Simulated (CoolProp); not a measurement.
The numbers come from the reference Helmholtz-energy equation of state, Fiedler 2023 in CoolProp.

Q: For tetrahydrofuran, give the phase and the cp (kJ/(kg K)) at 314.4 K and 0.2 bar.

A: 
- 314.4 K and 0.2 bar: gas; cp 1.13
